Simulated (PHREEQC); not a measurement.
Acid mine or pickling water: an equilibrium model

A made-up water analysis in mg/L, 25 °C, pH 1.82, pe 10.1: Na 35.4; K 0.914; Ca 756; Mg 81.5; Cl 368; S(6) as SO4 3150; Mn(2) 19.3; Cd 0.592.

Cl is adjusted to close the charge balance.
Valence states are taken as typed.

The numbers come from PHREEQC with the ion-association model, wateq4f.dat.

| Item | Value |
|---|---|
| ionic strength | 0.0791 mol/kgw |
| total alkalinity | -29.5 meq/kg |

| species | molality | activity | log γ |
|---|---|---|---|
| H+ | 0.0181 | 0.0151 | -0.078 |
| SO4-2 | 0.0143 | 0.00576 | -0.396 |
| Ca+2 | 0.0124 | 0.00519 | -0.379 |
| HSO4- | 0.0107 | 0.00848 | -0.101 |
| Cl- | 0.0105 | 0.00823 | -0.107 |
| CaSO4 | 0.00586 | 0.00596 | 0.008 |
| Mg+2 | 0.00214 | 0.000925 | -0.365 |

Precipitation was switched off in this run. Saturation is exceeded, for instance for Gypsum; the values hold only as long as no solid forms.
